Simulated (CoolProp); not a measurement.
cis-2-butene at several states: fugacity coefficient from the reference equation and from simpler models built on Tc = 162.6 °C, pc = 4.236 MPa, ω = 0.202; each cubic takes its own stable root.

Computed with CoolProp (reference Helmholtz-energy equation of state, Lemmon 2005). It is a short technical equation, of lower accuracy than the large ones.

| T (°C) | p (MPa) | phase | reference |
|---|---|---|---|
| 50.75 | 21.8 | liquid | 0.03934 |
| 142.15 | 8.7 | liquid | 0.3045 |
| 102.25 | 0.0441 | gas | 0.9941 |
| -22.55 | 0.0163 | gas | 0.9908 |
| 12.15 | 0.29 | liquid | 0.4565 |

Q: How far does each simpler model (Redlich-Kwong, Soave-Redlich-Kwong) lie from the reference over these 5 states: mean and median of the absolute difference, and the worst?

A: 
- Redlich-Kwong: mean 19.3 %, median 8.7 %, worst +47.3 % at 12.15 °C and 0.29 MPa
- Soave-Redlich-Kwong: mean 2.8 %, median 0.8 %, worst +7.5 % at 50.75 °C and 21.8 MPa
